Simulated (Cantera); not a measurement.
A closed system holds: 1 mol SiCl4, 0.1 mol NO, 13 mol H2, held at 0.500 bar.

These are equilibrium values from Cantera (NASA tables, ideal gas, pure condensed phases), not measurements of a reactor. Candidate condensed phases: H2O, NH4Cl, Si, SiO2, Si2N2O, Si3N4; 47 gas species. Mutual solubility and eutectic melting of coexisting phases are not modelled. The tables hold silica as quartz up to 1696 K and as liquid above; real silica turns to tridymite and cristobalite and melts near 1996 K. Kinetics and transport are ignored.

Problem. Which condensed phases are stable at each of these points (T (K)): 1300, 1375, 1450, 1525, 1600, 1675, 1750?

Solution. 
| T (K) | condensed phases | Si condensed (%) |
|---|---|---|
| 1300 | SiO2(β-quartz) + Si2N2O(s) | 12.5 |
| 1375 | SiO2(β-quartz) + Si2N2O(s) | 12.4 |
| 1450 | SiO2(β-quartz) + Si2N2O(s) | 12.3 |
| 1525 | SiO2(β-quartz) + Si2N2O(s) | 11.6 |
| 1600 | Si2N2O(s) | 10.0 |
| 1675 | Si2N2O(s) | 9.7 |
| 1750 | Si2N2O(s) | 7.3 |

From 1300 K to 1525 K the condensed part is SiO2(β-quartz) + Si2N2O(s). From 1600 K to 1750 K the condensed part is Si2N2O(s).
